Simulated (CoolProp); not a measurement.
The numbers come from the reference Helmholtz-energy equation of state, Schmidt 1985 in CoolProp.

Give the vapour pressure (bar), vapour density (kg/m³), liquid cp (kJ/(kg K)), surface tension (mN/m) of saturated oxygen at -171.15 °C.


| T (°C) | p (bar) | vapour density (kg/m³) | liquid cp (kJ/(kg K)) | surface tension (mN/m) |
|---|---|---|---|---|
| -171.15 | 2.99 | 12.1 | 1.75 | 10.3 |

Surface tension comes from a separate correlation (Mulero 2012).
